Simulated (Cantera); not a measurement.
A closed system holds: 1 mol Nb2O5, 11 mol H2, at 527 °C and 750 Torr.

Equilibrium computed with Cantera from the NASA thermochemical tables; the gas is ideal and each condensed phase is pure. Candidate condensed phases: H2O, Nb, NbO, NbO2, Nb2O5; 12 gas species. Condensed phases not in the tables: the oxides between NbO2 and Nb2O5. Rates play no part.

Base state: H2 0.999, H2O 0.000816 (mole fractions); condensed: NbO2(s) + Nb2O5(s).

Q: What changes in the equilibrium state with this change: temperature from 527 °C to 900 °C?

A: 
| species | before | after |
|---|---|---|
| H2 | 0.999 | 0.982 |
| H2O | 0.000816 | 0.0178 |
| NbO2(s), mol | 0.0179 | 0.391 |
| Nb2O5(s), mol | 0.991 | 0.805 |
Mutual solubility and eutectic melting of coexisting phases are not modelled.

Q: What changes in the equilibrium state with this change: temperature from 527 °C to 1225 °C?

A: 
```csv
species,before,after
H2,0.999,0.914
H2O,0.000816,0.0857
H,<1e-9,1.65e-5
"NbO2(s), mol",0.0179,1.89
"Nb2O5(s), mol",0.991,0.0573
```
Mutual solubility and eutectic melting of coexisting phases are not modelled.
